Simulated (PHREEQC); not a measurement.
1 kg of water meets 20 L of dry gas (N2 0.48, O2 0.52 by moles) at fixed total pressure, at 50 °C; fugacities by Peng-Robinson. The gases take part in no redox reaction, some water evaporates into the gas, and hydrates or a liquid gas phase aren't modelled. No solid was allowed to form.

Equilibrium calculation in PHREEQC: ion-association model, phreeqc.dat.

Problem. Predict dissolved N2 (mol/kgw) at P (atm) = 5, 30, 40, 100, 300.

Solution. 
```tsv
P (atm)	dissolved N2 (mol/kgw)
5	0.00120
30	0.00711
40	0.00938
100	0.0219
300	0.0553
```

Species that the database lacks are ignored. Away from 25 °C the constants follow the database's enthalpies or fits; those with neither stay at their 25 °C values.
